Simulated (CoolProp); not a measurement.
Saturated liquid density (kg/m³) of R1233zd(E): the reference equation beside estimates from Tc = 165.7 °C, pc = 3.583 MPa, ω = 0.304. Rackett uses Z = 0.29056 − 0.08775 ω.

Model: reference Helmholtz-energy equation of state, Akasaka 2022, in CoolProp.

```
T (°C)  reference  Rackett  van der Waals  Redlich-Kwong  Peng-Robinson
------  ---------  -------  -------------  -------------  -------------
-45.35       1420     1431          831.0           1232           1426
-38.25       1405     1416          823.1           1219           1414
-31.25       1390     1401          815.2           1206           1402
-24.15       1375     1386          807.0           1192           1389
-17.05       1359     1370          798.6           1178           1376
-10.05       1344     1354          790.1           1163           1362
-2.95        1328     1338          781.3           1148           1347
4.15         1312     1322          772.2           1132           1332
```

Absolute difference from the reference over all 8 rows, mean and median: Rackett 0.8 and 0.8 %, van der Waals 41.3 and 41.3 %, Redlich-Kwong 13.4 and 13.3 %, Peng-Robinson 1.1 and 1.1 %.
